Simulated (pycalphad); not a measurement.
## Effect of Si content in Y-Si

Source of the numbers: pycalphad with the COST 507 light-alloy database (1999); pressure 1 atm. The database dates from 1999; later assessments differ in places, in temperatures and in the compounds included. Phase fractions are per mole of atoms.

### Question
One of these alloys has its liquidus at 1509 °C, its solidus at 1255 °C, and holds HCP_A3 0.98, SI3Y5 0.02 at 577 °C. Which?
A. Y-1.3Si (at.%)
B. Y-5.2Si (at.%)
C. Y-1.95Si (at.%)
D. Y-0.65Si (at.%)
E. Y-0.97Si (at.%)

### Answer
D, Y-0.65Si (at.%). The others: Y-0.97Si (at.%), liquidus 1500, solidus 1255; Y-1.3Si (at.%), liquidus 1490, solidus 1255; Y-1.95Si (at.%), liquidus 1472, solidus 1255; Y-5.2Si (at.%), liquidus 1381, solidus 1255

Database names, with the compositions (at.%) that they take in these runs: SI3Y5: Y 62 Si 37. HCP_A3 is hcp.
